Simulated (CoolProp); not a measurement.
Model: reference Helmholtz-energy equation of state, Thol 2022, in CoolProp.

### Question
For vinyl chloride, give the phase and the cv (kJ/(kg K)), speed of sound (m/s) at 430 K and 0.0149 MPa; 430 K and 0.583 MPa.

### Answer
- 430 K and 0.0149 MPa: gas; cv 0.957, speed of sound 255
- 430 K and 0.583 MPa: gas; cv 0.964, speed of sound 249
